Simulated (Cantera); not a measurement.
Feed: 1 mol Si2H6, a varied amount of Cl2, 3.9 mol H2, held at 1225 °C and 3.00 Torr.

Cantera equilibrium calculation (NASA polynomials, part measured and part estimated; ideal gas, pure solids and liquids). Candidate condensed phases: Si; 19 gas species. The feed counts by its element totals alone. The tables' values for SiCl3 are old estimates; treat these amounts as uncertain. Kinetics and transport are ignored.

log p: log10 of the partial pressure in bar; n: condensed amount in mol.

```csv
n(Cl2) (mol),log p H2,log p HCl,log p SiCl2,log p H,log p SiCl3,n Si(s)
0.033,-2.40,-4.44,-5.98,-5.97,-8.82,2.00
0.043,-2.40,-4.34,-5.76,-5.97,-8.50,2.00
0.055,-2.40,___,___,-5.97,-8.20,2.00
0.071,-2.41,-4.14,-5.36,-5.97,-7.90,1.99
0.092,-2.41,___,___,-5.97,-7.60,1.99
0.12,-2.41,-3.94,-4.96,-5.97,-7.30,1.98
0.15,-2.42,-3.86,-4.80,-5.97,-7.05,1.97
0.2,-2.42,-3.76,-4.59,-5.97,-6.74,1.95
0.25,-2.43,-3.69,-4.44,-5.98,-6.51,1.93
```

Complete the blanks.


- 0.092, log p HCl: -4.04
- 0.092, log p SiCl2: -5.16
- 0.055, log p HCl: -4.24
- 0.055, log p SiCl2: -5.57
